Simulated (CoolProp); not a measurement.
The fluid at 200.69 K and 0.339 MPa is throttled through a valve to 0.0854 MPa with no heat exchange. The same conditions are run with several fluids, on thermodynamics alone (safety and materials aside).

Model: reference Helmholtz-energy equation of state of each fluid (R115: Lemmon 2016; methanol: de Reuck 1993; ethylbenzene: Zhou 2012; chlorine: Thol 2021; trans-2-butene: Lemmon 2005), in CoolProp.

### Question
Rank R115, methanol, ethylbenzene, chlorine, trans-2-butene by final density (kg/m³), highest first.

### Answer
chlorine (1670), R115 (1660), ethylbenzene (948), methanol (880), trans-2-butene (704)
